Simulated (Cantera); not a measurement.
Input: 1 mol Si, 0.0088 mol H₂O, 1.1 mol H₂, equilibrated at 1700 K and 750 Torr.

Cantera equilibrium calculation (NASA polynomials, part measured and part estimated; ideal gas, pure solids and liquids). Candidate condensed phases: H₂O, Si, SiO₂; 18 gas species. Gases not in the tables: Si₂H₆ and higher silanes. Kinetics and transport are ignored.

Base state: H₂ 0.992, SiO 0.00786, H 0.000147, SiH₂ 1.41e-5, H₂O 1.36e-5 (mole fractions); condensed: Si(l).

### Question
What changes in the equilibrium state with this change: pressure from 750 Torr to 0.0300 Torr?

### Answer
```csv
species,before,after
H₂,0.992,0.952
H,0.000147,0.0227
Si,6.79e-7,0.0170
Si₂,2.97e-9,7.44e-5
Si₃,<1e-9,1.87e-5
H₂O,1.36e-5,<1e-9
SiH,1.05e-6,0.000162
"Si(l), mol",0.991,0.971
```
